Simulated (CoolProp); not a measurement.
Vapour-liquid equilibrium of R125 (1) + R152A (2) at 0.024 MPa; x and y are mole fractions of (1).

The numbers come from the multi-fluid Helmholtz-energy mixture model, Lemmon 2005 and Outcalt 1996; pair parameters Bell 2016 in CoolProp.

```json
[
 {"x": "0.05", "bubble temperature (K)": "218.7", "y at the bubble point": "0.159", "dew temperature at overall composition x (K)": "220.2", "liquid density (mol/L)": "16.03"},
 {"x": "0.15", "bubble temperature (K)": "215.4", "y at the bubble point": "0.381", "dew temperature at overall composition x (K)": "218.9", "liquid density (mol/L)": "15.74"},
 {"x": "0.25", "bubble temperature (K)": "212.7", "y at the bubble point": "0.533", "dew temperature at overall composition x (K)": "217.4", "liquid density (mol/L)": "15.44"},
 {"x": "0.35", "bubble temperature (K)": "210.5", "y at the bubble point": "0.647", "dew temperature at overall composition x (K)": "215.9", "liquid density (mol/L)": "15.14"},
 {"x": "0.45", "bubble temperature (K)": "208.5", "y at the bubble point": "0.737", "dew temperature at overall composition x (K)": "214.2", "liquid density (mol/L)": "14.85"},
 {"x": "0.55", "bubble temperature (K)": "206.6", "y at the bubble point": "0.811", "dew temperature at overall composition x (K)": "212.4", "liquid density (mol/L)": "14.57"},
 {"x": "0.65", "bubble temperature (K)": "204.9", "y at the bubble point": "0.872", "dew temperature at overall composition x (K)": "210.4", "liquid density (mol/L)": "14.29"},
 {"x": "0.75", "bubble temperature (K)": "203.2", "y at the bubble point": "0.921", "dew temperature at overall composition x (K)": "208.2", "liquid density (mol/L)": "14.02"},
 {"x": "0.85", "bubble temperature (K)": "201.7", "y at the bubble point": "0.959", "dew temperature at overall composition x (K)": "205.5", "liquid density (mol/L)": "13.75"},
 {"x": "0.95", "bubble temperature (K)": "200.3", "y at the bubble point": "0.989", "dew temperature at overall composition x (K)": "202.1", "liquid density (mol/L)": "13.48"}
]
```

No azeotrope shows between x = 0.05 and 0.95.

The pair parameters rest on a limited set of measurements; away from them the model extrapolates. The gap from Raoult's law changes sign with composition, which may be real or a fault of the pair parameters; it wasn't checked against measurements.
